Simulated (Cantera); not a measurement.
**Ignition delay**

Mixture: CH₄ : CO : O₂ : N₂ = 1.8 : 0.064 : 2.12 : 7.96 (molar parts), equivalence ratio 1.7, at 10.0 bar, adiabatic and at constant volume. Ignition delay is the time to a rise of 400 K.

Computed with Cantera and GRI-Mech 3.0 (53 species, 325 reactions).

```csv
T0 (K),delay (ms)
1198,6.53
1298,1.93
1398,0.636
1498,0.228
1598,0.0876
1698,0.0365
1798,0.0167
1898,0.00840
1998,0.00463
```

| Property | Result |
|---|---|
| apparent activation energy between 1798 and 1998 K | 190 kJ/mol |
